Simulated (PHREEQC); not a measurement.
0.016 g of hydrous ferric oxide (600 m²/g; 0.2 weak and 0.005 strong sites per Fe, Dzombak-Morel constants, diffuse double layer) in 1 kg of water with 0.001 mol/kgw of an inert sodium salt and 4.8e-07 mol/kgw ZnSO4 and 1.2e-07 mol/kgw NiCl2, at 25 °C; the pH is set by adding NaOH or the inert anion's acid. O2 is buffered at 0.21 atm. No CO2 enters from the air. No solid was allowed to form.

Base run: PHREEQC, ion-association model, wateq4f.dat. Each further column changes one thing. The table gives Zn sorbed (%).

| pH | base | no electrostatic term (-no_edl) | background salt from 0.001 to 0.0001 mol/kgw | oxide from 0.016 to 0.08 g/kgw | 7.6e-05 mol/kgw CuCl2 added |
|---|---|---|---|---|---|
| 3 | 0.0 | 0.0 | 0.0 | 0.0 | 0.0 |
| 4.12 | 0.0 | 0.0 | 0.0 | 0.0 | 0.0 |
| 4.88 | 0.1 | 0.2 | 0.0 | 0.2 | 0.0 |
| 6 | 5.7 | 25.2 | 5.5 | 22.5 | 0.1 |
| 7.12 | 81.8 | 95.0 | 82.5 | … | 0.4 |
| 7.88 | 99.0 | 99.4 | 99.1 | 99.9 | … |
| 9 | 99.9 | 99.2 | 99.9 | … | 53.6 |

**Question.** Complete the blanks.

**Answer.** 
- 7.12, oxide from 0.016 to 0.08 g/kgw: 97.4
- 7.88, 7.6e-05 mol/kgw CuCl2 added: 7.5
- 9, oxide from 0.016 to 0.08 g/kgw: 100.0

The oxide is taken as insoluble; below pH 4 it would dissolve. In at least one series the solution becomes supersaturated in solids that the run did not let form, among them Cu(OH)2, Brochantite, Atacamite. The database's constant for dissolved Cu(OH)2 is higher than later reviews accept.
